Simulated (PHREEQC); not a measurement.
A made-up water analysis in mg/L, 20 °C, pH 6.04, pe 11.5:

| constituent | mg/L |
|---|---|
| Na | 0.0184 |
| K | 0.00684 |
| Ca | 0.00604 |
| Mg | 0.00442 |
| Cl | 0.0099 |
| S(6) as SO4 | 0.0224 |
| Alkalinity as HCO3 | 0.0515 |
| Cu(2) | 0.000761 |
| Ba | 2.31e-05 |
| Ni | 0.000211 |

Cl is adjusted to close the charge balance.
Valence states are taken as typed.

Model: ion-association model, wateq4f.dat, run in PHREEQC.

No solid was allowed to form.

Estimate the ionic strength.

ionic strength 3.17e-6 mol/kgw.

In which forms is C present?

CO2 69 %, HCO3- 31 % of the C.
